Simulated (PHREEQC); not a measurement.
A solution holds 0.12 mol NH4Cl, 0.00021 mol Na2HPO4 and 0.18 mol KCl per kg of water, at 25 °C. Closed to the air; pH follows from the charge balance.

Model: ion-association model, phreeqc.dat, run in PHREEQC.

```yaml
pH: 6.51
ionic_strength: 0.300 mol/kgw
activity_of_water: 0.990
specific_conductance: 34100 µS/cm
density: 1.007 g/cm³
total_alkalinity: 0.210 meq/kg
```

```csv
species,molality,activity,log γ
Cl-,0.300,0.206,-0.164
K+,0.180,0.122,-0.167
NH4+,0.120,0.0769,-0.193
Na+,0.000420,0.000307,-0.137
NH3,0.000131,0.000141,0.030
H2PO4-,0.000131,9.44e-5,-0.142
HPO4-2,7.29e-5,1.88e-5,-0.588
KHPO4-,6.23e-6,4.49e-6,-0.142
H+,3.98e-7,3.12e-7,-0.107
OH-,4.77e-8,3.21e-8,-0.171
NaHPO4-,1.56e-8,1.12e-8,-0.142
H3PO4,4.04e-9,4.33e-9,0.030
```

Precipitation was switched off in this run. Species that the database lacks are ignored.
